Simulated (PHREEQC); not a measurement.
# Copper plating or etch bath (model solution)

Consider water at 50 °C with 3.9 mmol/kgw CuSO4. Closed to the air; pH follows from the charge balance.

All values are PHREEQC results (ion-association model, wateq4f.dat), not measurements.

Each row changes one thing in this solution. Precipitation was switched off in this run.

```tsv
case	pH	ionic strength (mol/kgw)
as made	4.81	0.0121
CuSO4 replaced by FeSO4 at the same molality	(withheld)	(withheld)
CuSO4 replaced by Cu(BF4)2 at the same molality	3.02	0.0125
CuSO4 replaced by ZnSO4 at the same molality	(withheld)	0.0117
CuSO4 from 0.0039 to 0.00039 mol/kgw	(withheld)	0.00147
0.006 mol/kgw H3PO4 added	2.54	0.0152
CuSO4 replaced by NaHSO4 at the same molality	2.58	(withheld)
```

**Question.** What belongs in the gaps?

**Answer.** 
- CuSO4 replaced by FeSO4 at the same molality, pH: 5.79
- CuSO4 replaced by FeSO4 at the same molality, ionic strength (mol/kgw): 0.0118
- CuSO4 replaced by ZnSO4 at the same molality, pH: 5.52
- CuSO4 from 0.0039 to 0.00039 mol/kgw, pH: 5.32
- CuSO4 replaced by NaHSO4 at the same molality, ionic strength (mol/kgw): 0.00965

Species that the database lacks are ignored. Some of these states are supersaturated (in Tenorite (slow to form), for instance). At this temperature some constants are extrapolated from 25 °C, and those without enthalpy data are left unchanged. Real BF4- forms and hydrolyses slowly; the run takes it at equilibrium.
